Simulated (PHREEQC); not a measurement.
Consider water at 10 °C with 3.3 mol CaCl2 and 0.00126 mol K2SO4 per kg of water. Closed to the air; pH follows from the charge balance.

Computed with PHREEQC (Pitzer model, pitzer.dat).

This is a speciation only: nothing precipitates in the calculation.

Estimate the activity of water, density, osmotic coefficient.

activity of water 0.709; density 1.258 g/cm³; osmotic coefficient 1.925.

At this temperature some constants are extrapolated from 25 °C, and those without enthalpy data are left unchanged.
